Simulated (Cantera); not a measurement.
Charge: 1 mol Al, 2 mol Cl₂, 1.8 mol N₂, equilibrated at 252 °C and 0.100 bar.

These are equilibrium values from Cantera (NASA tables, ideal gas, pure condensed phases), not measurements of a reactor. Candidate condensed phases: Al, AlCl₃, AlN; 11 gas species. The numbers say what is thermodynamically allowed, not how fast it happens.

Base state: N₂ 0.641, Cl₂ 0.178, Al₂Cl₆ 0.175, AlCl₃ 0.00617 (mole fractions); condensed: gas only.

What changes in the equilibrium state with this change: temperature from 252 °C to 652 °C?


```tsv
species	before	after
N₂	0.641	0.547
AlCl₃	0.00617	0.298
Cl₂	0.178	0.152
Al₂Cl₆	0.175	0.00274
Cl	<1e-9	0.000143
```

What changes in the equilibrium state with this change: temperature from 252 °C to 325 °C?


```tsv
species	before	after
N₂	0.641	0.632
Cl₂	0.178	0.176
Al₂Cl₆	0.175	0.159
AlCl₃	0.00617	0.0326
```
